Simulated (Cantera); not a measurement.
Input (Python, Cantera) and output of one run.

```python
import numpy as np
import cantera as ct

gas_names = """
    H HNO HNO2 HNO3 HO2 H2 H2O H2O2 N NH NH2 NH3 NH2OH NO NO2 NO3 N2 N2H2 N2H4 N2O O OH O2 O3
""".split()
cond_names = """
    H2O(s) H2O(L)
""".split()


# ... load() reads the species with a 1 bar reference pressure and builds the phases ...
atoms = {
    'N2O': {'N': 2, 'O': 1},
    'H2O': {'H': 2, 'O': 1},
    'O2': {'O': 2},
}
top_T = {}  # K; cautious upper limits of use, not melting points


# ... equilibrate(T, P, feed) seeds the gas with the atoms and calls Mixture.equilibrate('TP', solver="vcs", rtol=1e-11, max_steps=5000) ...
results = []
feed = {'N2O': 1, 'H2O': 0.81, 'O2': 0.069}  # mol
T = 2600  # K
P = 9800  # Pa
mix = equilibrate(T, P, feed)
results.append((T, P, feed, dict(zip(mix.species_names, mix.species_moles))))
x = sorted(zip(gas.X, gas.species_names), reverse=True)
print(f"T = {T:g} K  P = {P:g} Pa  gas = {mix.phase_moles(0):.4g} mol")
print("   x: " + "  ".join(f"{s} {v:.3e}" for v, s in x if v > 1e-06))
print("   condensed (mol): " + ("  ".join(f"{mix.phase(i).name} {mix.phase_moles(i):.4g}"
      for i in range(1, mix.n_phases) if mix.phase_moles(i) > 1e-12) or "none"))
```

It prints:

```
T = 2600 K  P = 9800 Pa  gas = 2.51 mol
   x: N2 3.891e-01  H2O 2.681e-01  O2 1.998e-01  OH 5.644e-02  O 3.324e-02  NO 1.866e-02  H2 1.815e-02  H 1.652e-02  HO2 1.626e-05  NO2 4.606e-06  N 1.419e-06
   condensed (mol): none
```

These are equilibrium values from Cantera (NASA tables, ideal gas, pure condensed phases), not measurements of a reactor.
